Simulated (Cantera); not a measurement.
Input (Python, Cantera) and output of one run.

```python
import numpy as np
import cantera as ct

gas_names = """
    H HO2 H2 H2O H2O2 O OH O2 O3 Pb PbO Pb2
""".split()
cond_names = """
    H2O(s) H2O(L) Pb(cr) Pb(L) PbO(rd) PbO(yw) PbO(L) PbO2(s) Pb3O4(s)
""".split()


# ... load() reads the species with a 1 bar reference pressure and builds the phases ...
atoms = {
    'PbO': {'Pb': 1, 'O': 1},
    'H2': {'H': 2},
    'H2O': {'H': 2, 'O': 1},
}
top_T = {'Pb3O4(s)': 820}  # K; cautious upper limits of use, not melting points


# ... equilibrate(T, P, feed) seeds the gas with the atoms and calls Mixture.equilibrate('TP', solver="vcs", rtol=1e-11, max_steps=5000) ...
results = []
feed = {'PbO': 1, 'H2': 2200, 'H2O': 7.2}  # mol
T = 1625  # K
P = 18  # Pa
mix = equilibrate(T, P, feed)
results.append((T, P, feed, dict(zip(mix.species_names, mix.species_moles))))
x = sorted(zip(gas.X, gas.species_names), reverse=True)
print(f"T = {T:g} K  P = {P:g} Pa  gas = {mix.phase_moles(0):.4g} mol")
print("   x: " + "  ".join(f"{s} {v:.3e}" for v, s in x if v > 0.001))
print("   condensed (mol): " + ("  ".join(f"{mix.phase(i).name} {mix.phase_moles(i):.4g}"
      for i in range(1, mix.n_phases) if mix.phase_moles(i) > 1e-12) or "none"))
```

It prints:

```
T = 1625 K  P = 18 Pa  gas = 2214 mol
   x: H2 9.906e-01  H 5.234e-03  H2O 3.703e-03
   condensed (mol): none
```

Equilibrium computed with Cantera from the NASA thermochemical tables; the gas is ideal and each condensed phase is pure.
